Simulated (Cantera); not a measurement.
Chlorosilane synthesis and conversion: SiCl4 + HCl + H2

Charge: 1 mol SiCl4, 1.7 mol HCl, 2 mol H2, at 200000 Pa.

These are equilibrium values from Cantera (NASA tables, ideal gas, pure condensed phases), not measurements of a reactor. Candidate condensed phases: Si; 19 gas species. The tables' values for SiCl3 are old estimates; treat these amounts as uncertain. Equilibrium is a limit: real reactors are often held back by kinetics, nucleation or transport.

From 327 °C to 927 °C nothing is condensed. The main Si-bearing gas is SiCl4 throughout.

| T (°C) | log p H2 | log p HCl | log p SiCl4 | log p SiHCl3 | log p SiCl3 | log p SiCl2 |
|---|---|---|---|---|---|---|
| 327 | -0.07 | -0.14 | -0.37 | -4.86 | -10.32 | <-11 |
| 427 | -0.07 | -0.14 | -0.37 | -3.99 | -8.12 | <-11 |
| 527 | -0.07 | -0.14 | -0.37 | -3.35 | -6.47 | -10.52 |
| 627 | -0.07 | -0.14 | -0.37 | -2.85 | -5.20 | -8.34 |
| 727 | -0.07 | -0.14 | -0.37 | -2.46 | -4.18 | -6.61 |
| 827 | -0.07 | -0.14 | -0.38 | -2.15 | -3.36 | -5.20 |
| 927 | -0.08 | -0.13 | -0.39 | -1.90 | -2.69 | -4.05 |
log p: log10 of the partial pressure in bar; nothing condenses.
